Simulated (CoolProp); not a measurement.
R134a along the isobar 1.35 MPa: density (kg/m³) from the reference equation and from simpler models built on Tc = 374.2 K, pc = 4.059 MPa, ω = 0.327; each cubic takes its own stable root.

Model: reference Helmholtz-energy equation of state, Tillner-Roth 1994, in CoolProp.

```json
[
 {"T (K)": "356.4", "phase": "gas", "reference": "55.22", "ideal gas": "46.48", "van der Waals": "53.07", "Redlich-Kwong": "54.35", "Soave-Redlich-Kwong": "54.66"},
 {"T (K)": "367.3", "phase": "gas", "reference": "52.39", "ideal gas": "45.10", "van der Waals": "50.92", "Redlich-Kwong": "51.89", "Soave-Redlich-Kwong": "51.99"},
 {"T (K)": "378.3", "phase": "gas", "reference": "49.93", "ideal gas": "43.79", "van der Waals": "48.94", "Redlich-Kwong": "49.69", "Soave-Redlich-Kwong": "49.64"},
 {"T (K)": "389.2", "phase": "gas", "reference": "47.79", "ideal gas": "42.57", "van der Waals": "47.16", "Redlich-Kwong": "47.72", "Soave-Redlich-Kwong": "47.56"},
 {"T (K)": "400.2", "phase": "gas", "reference": "45.87", "ideal gas": "41.40", "van der Waals": "45.50", "Redlich-Kwong": "45.93", "Soave-Redlich-Kwong": "45.68"},
 {"T (K)": "411.2", "phase": "gas", "reference": "44.15", "ideal gas": "40.29", "van der Waals": "43.97", "Redlich-Kwong": "44.29", "Soave-Redlich-Kwong": "43.98"},
 {"T (K)": "422.1", "phase": "gas", "reference": "42.60", "ideal gas": "39.25", "van der Waals": "42.57", "Redlich-Kwong": "42.80", "Soave-Redlich-Kwong": "42.45"},
 {"T (K)": "433.1", "phase": "gas", "reference": "41.17", "ideal gas": "38.25", "van der Waals": "41.25", "Redlich-Kwong": "41.41", "Soave-Redlich-Kwong": "41.03"},
 {"T (K)": "444", "phase": "gas", "reference": "39.87", "ideal gas": "37.31", "van der Waals": "40.03", "Redlich-Kwong": "40.14", "Soave-Redlich-Kwong": "39.73"},
 {"T (K)": "455", "phase": "gas", "reference": "38.66", "ideal gas": "36.41", "van der Waals": "38.88", "Redlich-Kwong": "38.94", "Soave-Redlich-Kwong": "38.51"}
]
```
